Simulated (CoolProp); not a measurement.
Values from CoolProp's reference Helmholtz-energy equation of state, Lemmon 2006. It is a short technical equation, of lower accuracy than the large ones.

Task: Give the vapour pressure (bar), enthalpy of vaporisation (kJ/kg), liquid cp (kJ/(kg K)), surface tension (mN/m) of saturated C3F8 (R218) at 11.65, 18.85, 29.55 °C.

Result: 
```tsv
T (°C)	p (bar)	enthalpy of vaporisation (kJ/kg)	liquid cp (kJ/(kg K))	surface tension (mN/m)
11.65	5.95	83.9	1.11	5.10
18.85	7.32	79.8	1.14	4.37
29.55	9.79	73.0	1.20	3.31
```

Surface tension comes from a separate correlation (Mulero 2012).
